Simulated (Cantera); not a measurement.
Feed: 1 mol SiO2, 1 mol H2, at 13.3 mbar.

Equilibrium computed with Cantera from the NASA thermochemical tables; the gas is ideal and each condensed phase is pure. Candidate condensed phases: H2O, Si, SiO2; 18 gas species. The tables hold silica as quartz up to 1696 K and as liquid above; real silica turns to tridymite and cristobalite and melts near 1996 K. Kinetics and transport are ignored.

What share of the Si ends up in condensed phases as a function of T (K), at 2200, 2275, 2350, 2425, 2500, 2575, 2650, 2725, 2800, 2875?


| T (K) | Si condensed (%) | as |
|---|---|---|
| 2200 | 71.1 | SiO2(l) |
| 2275 | 56.7 | SiO2(l) |
| 2350 | 39.7 | SiO2(l) |
| 2425 | 18.5 | SiO2(l) |
| 2500 | 0.0 | - |
| 2575 | 0.0 | - |
| 2650 | 0.0 | - |
| 2725 | 0.0 | - |
| 2800 | 0.0 | - |
| 2875 | 0.0 | - |
